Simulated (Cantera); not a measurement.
Input: 1 mol Cu, 1.2 mol H₂O, 3.8 mol N₂, 2.6 mol NH₃, at 40.0 Pa.

Method: chemical equilibrium by Gibbs-energy minimisation in Cantera with the NASA 1993 tables (ideal gas, pure condensed phases). Candidate condensed phases: Cu, CuO, Cu(OH)₂, Cu₂O, H₂O; 27 gas species. Equilibrium is a limit: real reactors are often held back by kinetics, nucleation or transport.

Q: Which condensed phases are stable at each of these points (T (K)): 1200, 1250, 1300, 1350, 1400, 1450, 1500, 1550, 1600, 1650, 1700, 1750?

A: 
| T (K) | condensed phases | Cu condensed (%) |
|---|---|---|
| 1200 | Cu(s) | 100.0 |
| 1250 | Cu(s) | 99.9 |
| 1300 | Cu(s) | 99.6 |
| 1350 | Cu(s) | 98.8 |
| 1400 | Cu(l) | 96.5 |
| 1450 | Cu(l) | 91.1 |
| 1500 | Cu(l) | 78.6 |
| 1550 | Cu(l) | 50.3 |
| 1600 | gas only | 0.0 |
| 1650 | gas only | 0.0 |
| 1700 | gas only | 0.0 |
| 1750 | gas only | 0.0 |

From 1200 K to 1350 K the condensed part is Cu(s). From 1400 K to 1550 K the condensed part is Cu(l). From 1600 K to 1750 K nothing is condensed.
